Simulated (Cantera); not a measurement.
Charge: 1 mol Ca(OH)2, 0.24 mol H2O, equilibrated at 1998 K and 3.10 mbar.

Cantera equilibrium calculation (NASA polynomials, part measured and part estimated; ideal gas, pure solids and liquids). Candidate condensed phases: Ca, CaO, Ca(OH)2, H2O; 14 gas species. Kinetics and transport are ignored.

**Question.** What is the equilibrium state?

**Answer.** 
- x(H2O): 0.926
- x(H2): 0.0374
- x(O2): 0.0159
- x(OH): 0.0137
- x(H): 0.00557
- x(O): 0.00149
- x(Ca(OH)2): 9.30e-5
- x(CaOH): 1.37e-5
- x(Ca): 1.41e-6
- n(CaO(s)): 1.000 mol
- gas amount: 1.275 mol
- log10 activity of Ca(l) (absent): -8.84
